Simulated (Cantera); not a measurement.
A perfectly stirred reactor is fed with C₂H₄ : H₂ = 1 : 1.8 (molar parts), at 1.13 Torr; it is held at 1900 K, and followed from long to short residence time.

Model: GRI-Mech 3.0 (53 species, 325 reactions), integrated in Cantera. GRI-Mech 3.0 was tuned for natural gas; its chemistry of ethylene as a main component is partial and can be far from experiment. GRI-Mech 3.0 stops at C3 and has no aromatics, soot or wall deposition, so with more carbon than oxygen in the feed, carbon stays in small species such as C2H2 where larger ones or solid carbon would form. Radical loss at walls, strong at low pressure, is not modelled.

Question: What does this change do: pressure from 1.13 Torr to 825 Torr?

Answer: 
```
quantity                  before     after
----------------------  --------  --------
x(C₂H₄) at τ = 8.30 s   0.000211   0.00250
x(H₂) at τ = 8.30 s        0.734     0.728
x(H) at τ = 8.30 s       0.00300  0.000650
x(CH₂) at τ = 8.30 s     4.44e-8   1.92e-7
x(C₂H₂) at τ = 8.30 s      0.263     0.259
x(C₂H₄) at τ = 0.240 s    0.0277   0.00256
x(H₂) at τ = 0.240 s       0.729     0.728
x(H) at τ = 0.240 s     0.000296  0.000648
x(CH₂) at τ = 0.240 s    4.50e-8   1.85e-7
x(C₂H₂) at τ = 0.240 s     0.243     0.259
```

Question: What does this change do: C2H4 1 to 9.4 parts?

Answer: 
```
quantity                  before     after
----------------------  --------  --------
x(C₂H₄) at τ = 8.30 s   0.000211  0.000455
x(H₂) at τ = 8.30 s        0.734     0.542
x(H) at τ = 8.30 s       0.00300   0.00211
x(CH₂) at τ = 8.30 s     4.44e-8   6.14e-8
x(C₂H₂) at τ = 8.30 s      0.263     0.456
x(C₂H₄) at τ = 0.240 s    0.0277    0.0552
x(H₂) at τ = 0.240 s       0.729     0.518
x(H) at τ = 0.240 s     0.000296  0.000229
x(CH₂) at τ = 0.240 s    4.50e-8   9.73e-8
x(C₂H₂) at τ = 0.240 s     0.243     0.426
```
